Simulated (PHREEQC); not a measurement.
Acid mine or pickling water: speciation

Synthetic water in mg/L, 64 °C, pH 3, pe 11.1:

```
constituent    mg/L
-----------  ------
Na             95.2
K              7.26
Ca             55.8
Mg           0.0717
Cl             62.9
S(6) as SO4     358
Zn             1.12
Fe(3)          0.19
Br            0.493
Cd            0.106
Mn(2)          4.81
Cu(2)        0.0764
```

Cl is adjusted to close the charge balance.
Valence states are taken as typed.

Equilibrium calculation in PHREEQC: ion-association model, phreeqc.dat.

Each row changes one thing in this solution. No solid was allowed to form.

```json
[
 {"case": "as made", "ionic strength (mol/kgw)": "0.0118", "SO4-2 (mol/kgw)": "0.00285", "Ca+2 (mol/kgw)": "0.00110", "HSO4- (mol/kgw)": "0.000513", "CaSO4 (mol/kgw)": "0.000285", "Mn+2 (mol/kgw)": "6.29e-5", "SI of Gypsum (CaSO4:2H2O)": "-1.24", "SI of Jarosite-K (KFe3(SO4)2(OH)6)": "-2.72"},
 {"case": "all concentrations times 3 at the same typed pH", "ionic strength (mol/kgw)": "0.0310", "SO4-2 (mol/kgw)": "___", "Ca+2 (mol/kgw)": "0.00282", "HSO4- (mol/kgw)": "___", "CaSO4 (mol/kgw)": "0.00133", "Mn+2 (mol/kgw)": "0.000153", "SI of Gypsum (CaSO4:2H2O)": "-0.57", "SI of Jarosite-K (KFe3(SO4)2(OH)6)": "___"},
 {"case": "Mn(2) from 4.81 to 2.4 mg/L", "ionic strength (mol/kgw)": "0.0117", "SO4-2 (mol/kgw)": "0.00285", "Ca+2 (mol/kgw)": "0.00110", "HSO4- (mol/kgw)": "0.000515", "CaSO4 (mol/kgw)": "___", "Mn+2 (mol/kgw)": "___", "SI of Gypsum (CaSO4:2H2O)": "-1.24", "SI of Jarosite-K (KFe3(SO4)2(OH)6)": "-2.72"},
 {"case": "Mg from 0.0717 to 0.0358 mg/L", "ionic strength (mol/kgw)": "0.0118", "SO4-2 (mol/kgw)": "0.00285", "Ca+2 (mol/kgw)": "0.00110", "HSO4- (mol/kgw)": "0.000513", "CaSO4 (mol/kgw)": "0.000285", "Mn+2 (mol/kgw)": "6.29e-5", "SI of Gypsum (CaSO4:2H2O)": "-1.24", "SI of Jarosite-K (KFe3(SO4)2(OH)6)": "-2.72"}
]
```

Q: Some entries are withheld; supply them.

A: 
- all concentrations times 3 at the same typed pH, SO4-2 (mol/kgw): 0.00810
- all concentrations times 3 at the same typed pH, HSO4- (mol/kgw): 0.00123
- all concentrations times 3 at the same typed pH, SI of Jarosite-K (KFe3(SO4)2(OH)6): -0.68
- Mn(2) from 4.81 to 2.4 mg/L, CaSO4 (mol/kgw): 0.000286
- Mn(2) from 4.81 to 2.4 mg/L, Mn+2 (mol/kgw): 3.13e-5

Species that the database lacks are ignored. Some of these states are supersaturated (in Hematite (slow to form), Goethite (slow to form), for instance). At this temperature some constants are extrapolated from 25 °C, and those without enthalpy data are left unchanged.
